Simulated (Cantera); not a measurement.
Charge: 1 mol Si2H6, 0.0035 mol Cl2, 3.7 mol N2, equilibrated at 1648 K and 2.00 mbar.

Equilibrium computed with Cantera from the NASA thermochemical tables; the gas is ideal and each condensed phase is pure. Candidate condensed phases: NH4Cl, Si, Si3N4; 28 gas species. The feed counts by its element totals alone. Rates play no part.

Base state: H2 0.557, N2 0.440, H 0.00149, HCl 0.00128, Si 0.000107 (mole fractions); condensed: Si3N4(s).

Question: What changes in the equilibrium state with this change: temperature from 1648 K to 1725 K?

Answer: 
```csv
species,before,after
N2,0.440,0.551
H2,0.557,0.445
H,0.00149,0.00277
Si,0.000107,0.000508
Si2N,3.36e-6,1.65e-5
SiH,6.57e-6,2.16e-5
"Si3N4(s), mol",0.666,0
"Si(l), mol",0,2.00
```

Question: What changes in the equilibrium state with this change: pressure from 2.00 mbar to 13.3 mbar?

Answer: 
```tsv
species	before	after
H2	0.557	0.558
N2	0.440	0.441
HCl	0.00128	0.00130
H	0.00149	0.000576
Si	0.000107	4.53e-6
Si3N4(s), mol	0.666	0.667
```
